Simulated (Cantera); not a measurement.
Input: 1 mol Nb, 0.4 mol O2, 0.15 mol H2O, at 0.00975 Torr.

These are equilibrium values from Cantera (NASA tables, ideal gas, pure condensed phases), not measurements of a reactor. Candidate condensed phases: H2O, Nb, NbO, NbO2, Nb2O5; 12 gas species. Mutual solubility and eutectic melting of coexisting phases are not modelled. NbO: taken at fixed stoichiometry. Condensed phases not in the tables: N, O or C dissolved in the metal. Rates play no part.

Problem. At 2100 K, list the 6 most abundant gas species with their mole fractions, and the condensed phases.

Solution. H 0.444, H2 0.265, NbO2 0.225, NbO 0.0652, H2O 0.000625, O 0.000150. Condensed: Nb(s) + NbO(s).
